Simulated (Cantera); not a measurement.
An isothermal, constant-pressure homogeneous reactor starts with 0.305 % CH2O, 1.28 % O2, 98.4 % N2, equivalence ratio 0.24, at 1050 K and 4950 Torr.

Cantera simulation using GRI-Mech 3.0 (53 species, 325 reactions); the numbers are that mechanism's predictions, not measurements.

One state of this run: x CH2O = <1e-12; x O2 = 0.0103; x N2O = 3.08e-7; x CO = 0.00104; x HCN = <1e-12; x C2H4 = <1e-12. x: mole fraction; the columns are a selection and need not sum to one.

Question: Which value of t (s) does it belong to?
A. 0.000424
B. 0.205
C. 1.20
D. 0.00599

Answer: C, 1.20
